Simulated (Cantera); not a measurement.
**Premixed flame**

A freely propagating, adiabatic, planar premixed flame of H2 : O2 : N2 = 1 : 0.602 : 2.27 (molar parts), equivalence ratio 0.83, unburnt at 500 K and 630 Torr; unity-Lewis-number transport, grid criteria slope 0.08 and curve 0.16, no radiation.

Computed with Cantera and the H2/O2 subset of GRI-Mech 3.0, which has no nitrogen chemistry. Unity Lewis numbers drop preferential diffusion, which matters most where H2 and H carry the flame. Burning velocities carry a grid error of a few per cent, more on coarse grids.

| z (mm) | T (K) | u (m/s) | x H2 | x O2 | x H2O | x HO2 | x OH | x H2O2 |
|---|---|---|---|---|---|---|---|---|
| -1.20 | 500 | 3.16 | 0.258 | 0.155 | 4.62e-8 | <1e-8 | <1e-8 | <1e-8 |
| -0.801 | 500 | 3.16 | 0.258 | 0.155 | 1.26e-6 | 3.96e-8 | <1e-8 | <1e-8 |
| -0.601 | 500 | 3.16 | 0.258 | 0.155 | 1.07e-5 | 3.32e-7 | <1e-8 | 1.84e-8 |
| -0.400 | 501 | 3.17 | 0.258 | 0.155 | 0.000166 | 5.07e-6 | <1e-8 | 2.82e-7 |
| -0.200 | 555 | 3.50 | 0.252 | 0.152 | 0.00686 | 0.000169 | 2.16e-5 | 7.44e-6 |
| -0.100 | 828 | 5.12 | 0.215 | 0.135 | 0.0460 | 0.000179 | 0.000617 | 1.06e-5 |
| 0 | 1264 | 7.61 | 0.111 | 0.0875 | 0.141 | 7.08e-5 | 0.00426 | 5.07e-6 |
| 0.100 | 1534 | 9.06 | 0.0447 | 0.0534 | 0.202 | 3.48e-5 | 0.0106 | 3.08e-6 |
| 0.200 | 1674 | 9.78 | 0.0336 | 0.0451 | 0.219 | 2.48e-5 | 0.0136 | 1.79e-6 |
| 0.400 | 1829 | 10.6 | 0.0297 | 0.0410 | 0.231 | 1.79e-5 | 0.0158 | 9.29e-7 |
| 0.801 | 1981 | 11.3 | 0.0249 | 0.0375 | 0.244 | 1.22e-5 | 0.0167 | 5.15e-7 |
| 1.60 | 2118 | 11.9 | 0.0187 | 0.0344 | 0.258 | 7.76e-6 | 0.0160 | 3.27e-7 |
| 3.20 | 2226 | 12.4 | 0.0124 | 0.0319 | 0.271 | 4.98e-6 | 0.0139 | 2.40e-7 |
x: mole fraction of selected species; z is measured from the peak of heat release.

- laminar burning velocity: 316 cm/s
- thermal thickness: 0.400 mm
- peak x(HO2): 0.000248
- peak x(OH): 0.0167
- peak x(H2O2): 1.17e-5
- grid points: 108
